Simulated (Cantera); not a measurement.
Thermodynamics of hydrogen reduction and annealing atmospheres, feed Nb2O5 + H2

Feed: 1 mol Nb2O5, 0.84 mol H2, equilibrated at 1 atm.

Equilibrium computed with Cantera from the NASA thermochemical tables; the gas is ideal and each condensed phase is pure. Candidate condensed phases: H2O, Nb, NbO, NbO2, Nb2O5; 12 gas species. Mutual solubility and eutectic melting of coexisting phases are not modelled. Condensed phases not in the tables: the oxides between NbO2 and Nb2O5. The numbers say what is thermodynamically allowed, not how fast it happens.

From 1052 °C to 1502 °C the condensed part is NbO2(s) + Nb2O5(s). From 1577 °C to 1802 °C the condensed part is NbO2(s) + Nb2O5(l).

```
T (°C)   x H2   x H2O       x H     x OH  n NbO2(s)  n Nb2O5(s)  n Nb2O5(l)
------  -----  ------  --------  -------  ---------  ----------  ----------
1052    0.959  0.0414   1.59e-6  1.00e-9     0.0695       0.965           0
1127    0.942  0.0582   4.69e-6  5.76e-9     0.0978       0.951           0
1202    0.921  0.0787   1.24e-5  2.77e-8      0.132       0.934           0
1277    0.897   0.103   2.96e-5  1.14e-7      0.172       0.914           0
1352    0.870   0.130   6.54e-5  4.10e-7      0.218       0.891           0
1427    0.841   0.159  0.000134  1.31e-6      0.268       0.866           0
1502    0.809   0.191  0.000259  3.80e-6      0.321       0.840           0
1577    0.816   0.184  0.000483  8.03e-6      0.308           0       0.846
1652    0.829   0.170  0.000865  1.53e-5      0.286           0       0.857
1727    0.842   0.157   0.00148  2.76e-5      0.264           0       0.868
1802    0.854   0.144   0.00244  4.71e-5      0.242           0       0.879
```
x: gas mole fraction; n: condensed amount in mol.
